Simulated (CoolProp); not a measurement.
Dimethyl carbonate along the isotherm 326.85 °C: Z from the reference equation and from simpler models built on Tc = 283.9 °C, pc = 4909 kPa, ω = 0.346; each cubic takes its own stable root.

Computed with CoolProp (reference Helmholtz-energy equation of state, Zhou 2011).

| p (kPa) | phase | reference |
|---|---|---|
| 3070 | gas | 0.8125 |
| 6140 | supercritical | 0.5584 |
| 9200 | supercritical | 0.3805 |
| 12300 | supercritical | 0.4105 |
| 15300 | supercritical | 0.4664 |
| 18400 | supercritical | 0.5294 |
| 21500 | supercritical | 0.5935 |
| 24500 | supercritical | 0.6557 |

Problem. How far does each simpler model (van der Waals, Redlich-Kwong, Peng-Robinson) lie from the reference over these 8 states: mean and median of the absolute difference, and the worst?

Solution. 
- van der Waals: mean 22.6 %, median 28.3 %, worst +33.7 % at 326.85 °C and 24500 kPa
- Redlich-Kwong: mean 6.8 %, median 8.4 %, worst +9.5 % at 326.85 °C and 15300 kPa
- Peng-Robinson: mean 2.8 %, median 1.9 %, worst +7.0 % at 326.85 °C and 9200 kPa
